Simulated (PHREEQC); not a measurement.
Solution A (0.001 mol HF per kg of water) is mixed with solution B (12 mmol/kgw NH3 and 1.3 mmol/kgw H3BO3) at 25 °C; shares are by mass of water, 1 kg in all. Oxygen alone is held at its pressure in air (log pO2 = -0.68). No CO2 enters from the air. No solid was allowed to form.

Model: ion-association model, phreeqc.dat, run in PHREEQC.

```
share of solution B     pH  F- (mol/kgw)  H2BO3- (mol/kgw)  HF (mol/kgw)
-------------------  -----  ------------  ----------------  ------------
0                     3.26      0.000557                 0      0.000441
0.05                  3.79      0.000767          2.36e-10      0.000181
0.1                   8.71      0.000900           3.04e-5       2.54e-9
0.15                  9.20      0.000850           9.48e-5      7.76e-10
0.2                   9.42      0.000800          0.000158      4.43e-10
0.25                     ?      0.000750          0.000222      3.02e-10
0.3                   9.66      0.000700          0.000285      2.23e-10
0.35                  9.73      0.000650                 ?      1.73e-10
0.4                   9.80      0.000600          0.000411      1.38e-10
0.45                  9.85      0.000550                 ?      1.11e-10
0.5                   9.90      0.000500          0.000537      9.09e-11
0.55                  9.94      0.000450          0.000600      7.45e-11
0.6                   9.98             ?          0.000663      6.09e-11
0.65                 10.01      0.000350          0.000726      4.95e-11
0.7                  10.04      0.000300          0.000789      3.96e-11
0.75                 10.06             ?          0.000852      3.11e-11
0.8                  10.09      0.000200          0.000915      2.35e-11
0.85                 10.11             ?          0.000979      1.67e-11
0.9                  10.13       1.00e-4           0.00104      1.06e-11
0.95                 10.15       5.00e-5           0.00110      5.08e-12
1                    10.17             0           0.00117             0
```

Question: Some entries are withheld; supply them.

Answer: 
- 0.25, pH: 9.56
- 0.35, H2BO3- (mol/kgw): 0.000348
- 0.45, H2BO3- (mol/kgw): 0.000474
- 0.6, F- (mol/kgw): 0.000400
- 0.75, F- (mol/kgw): 0.000250
- 0.85, F- (mol/kgw): 0.000150

Real BF4- forms and hydrolyses slowly; the run takes it at equilibrium.
